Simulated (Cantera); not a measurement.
What does this Cantera script print?

```python
import numpy as np
import cantera as ct

gas_names = [...]  # 136 gases of nasa_gas.yaml made of C, H, N, O
cond_names = """
    C(gr) C6H6(L) C7H8(L) C8H18(L),n-octa H2O(s) H2O(L)
""".split()


# ... load() reads the species with a 1 bar reference pressure and builds the phases ...
atoms = {
    'CH3OH': {'C': 1, 'H': 4, 'O': 1},
    'O2': {'O': 2},
    'N2': {'N': 2},
}
top_T = {'C(gr)': 4500}  # K; cautious upper limits of use, not melting points


# ... equilibrate(T, P, feed) seeds the gas with the atoms and calls Mixture.equilibrate('TP', solver="gibbs", rtol=1e-10, max_steps=50000) ...
results = []
feed = {'CH3OH': 1, 'O2': 0.24, 'N2': 0.2}  # mol
T = 598.15  # K
P = 3000  # Pa
mix = equilibrate(T, P, feed)
results.append((T, P, feed, dict(zip(mix.species_names, mix.species_moles))))
x = sorted(zip(gas.X, gas.species_names), reverse=True)
print(f"T = {T:g} K  P = {P:g} Pa  gas = {mix.phase_moles(0):.4g} mol")
print("   x: " + "  ".join(f"{s} {v:.3e}" for v, s in x if v > 1e-06))
print("   condensed (mol): " + ("  ".join(f"{mix.phase(i).name} {mix.phase_moles(i):.4g}"
      for i in range(1, mix.n_phases) if mix.phase_moles(i) > 1e-12) or "none"))
```

It prints:

```
T = 598.15 K  P = 3000 Pa  gas = 2.186 mol
   x: H2O 3.970e-01  H2 2.226e-01  CH4 1.476e-01  CO2 1.386e-01  N2 9.146e-02  CO 2.683e-03  NH3 4.092e-05
   condensed (mol): C(gr) 0.3684
```

Equilibrium computed with Cantera from the NASA thermochemical tables; the gas is ideal and each condensed phase is pure.
